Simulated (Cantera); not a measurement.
Charge: 1 mol TEOS, 1.2 mol H2O, 18 mol H2, equilibrated at 1677 °C and 5.60 Pa.

These are equilibrium values from Cantera (NASA tables, ideal gas, pure condensed phases), not measurements of a reactor. Candidate condensed phases: C, C6H6, C7H8, C8H18, H2O, Si, SiC, SiO2; 123 gas species. The feed counts by its element totals alone. Equilibrium is a limit: real reactors are often held back by kinetics, nucleation or transport.

Base state: H2 0.712, CO 0.137, H 0.129, Si 0.0193, SiO 0.00113, SiC2 0.000628, Si2C 0.000426, C2H2 (acetylene) 0.000389 (mole fractions); condensed: C(graphite) + SiC(s).

Task: What changes in the equilibrium state with this change: TEOS replaced by Si2H6?

Result: 
| species | before | after |
|---|---|---|
| H2 | 0.712 | 0.787 |
| H | 0.129 | 0.136 |
| SiO | 0.00113 | 0.0462 |
| CO | 0.137 | 0 |
| Si | 0.0193 | 0.0306 |
| SiC2 | 0.000628 | 0 |
| Si2C | 0.000426 | 0 |
| C(graphite), mol | 2.58 | 0 |
| SiC(s), mol | 0.172 | 0 |
